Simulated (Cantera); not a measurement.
TiC + H2 (sublimation and decomposition of ceramics)

Input: 1 mol TiC, 0.23 mol H2, at 2248 K.

Cantera equilibrium calculation (NASA polynomials, part measured and part estimated; ideal gas, pure solids and liquids). Candidate condensed phases: C, C6H6, C7H8, C8H18, Ti, TiC; 77 gas species. TiC: taken at fixed stoichiometry. Equilibrium is a limit: real reactors are often held back by kinetics, nucleation or transport.

At 1.00 Pa the condensed part is C(graphite) + TiC(s). From 7.20 Pa to 10.0 bar the condensed part is TiC(s). The main Ti-bearing gas is Ti throughout.

| P (Pa) | log p H2 | log p H | log p Ti | log p C3 | log p C2H2 (acetylene) | log p C | log p C2H | log p C2 | n C(graphite) | n TiC(s) |
|---|---|---|---|---|---|---|---|---|---|---|
| 1 | -5.87 | -5.07 | -7.27 | -8.20 | -8.35 | -8.45 | -8.95 | -9.26 | 0.000792 | 0.998 |
| 7.20 | -4.51 | -4.39 | -7.05 | -8.84 | -7.41 | -8.67 | -8.70 | -9.68 | 0 | 1.000 |
| 52 | -3.42 | -3.85 | -6.71 | -9.88 | -7.02 | -9.01 | -8.85 | -10.38 | 0 | 1.000 |
| 370 | -2.48 | -3.38 | -6.40 | -10.81 | -6.70 | -9.32 | -9.00 | -11.00 | 0 | 1.000 |
| 2700 | -1.59 | -2.93 | -6.10 | -11.72 | -6.41 | -9.62 | -9.15 | -11.60 | 0 | 1.000 |
| 19000 | -0.73 | -2.50 | -5.78 | -12.67 | -6.19 | -9.94 | -9.36 | -12.24 | 0 | 1.000 |
| 140000 | 0.14 | -2.06 | -5.24 | <-11 | -6.38 | -10.48 | -9.99 | <-11 | 0 | 1.000 |
| 1000000 | 1.00 | -1.63 | -4.44 | <-11 | -7.14 | <-11 | <-11 | <-11 | 0 | 1.000 |
log p: log10 of the partial pressure in bar; n: condensed amount in mol.
